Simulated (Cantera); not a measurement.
A perfectly stirred reactor is fed with H2 : O2 : N2 = 1.6 : 1 : 5.2 (molar parts), at 100.0 Torr; it is held at 1400 K, and followed from long to short residence time.

Model: GRI-Mech 3.0 (53 species, 325 reactions), integrated in Cantera. The temperature is held fixed by assumption; the heat of reaction is taken as removed at once.

### Question
Predict: x(H2) at τ = 0.810 s; x(O2) at τ = 0.810 s; x(H2O) at τ = 0.810 s; x(H) at τ = 0.810 s; x(N2O) at τ = 0.810 s; x(H2) at τ = 32.0 ms; x(O2) at τ = 32.0 ms; x(H2O) at τ = 32.0 ms; x(H) at τ = 32.0 ms; x(N2O) at τ = 32.0 ms.

### Answer
```
Property                  Value
---------------------  --------
x(H2) at τ = 0.810 s    0.00106
x(O2) at τ = 0.810 s     0.0287
x(H2O) at τ = 0.810 s     0.227
x(H) at τ = 0.810 s    0.000250
x(N2O) at τ = 0.810 s   5.20e-8
x(H2) at τ = 32.0 ms    0.00753
x(O2) at τ = 32.0 ms     0.0315
x(H2O) at τ = 32.0 ms     0.215
x(H) at τ = 32.0 ms     0.00519
x(N2O) at τ = 32.0 ms   2.11e-8
```
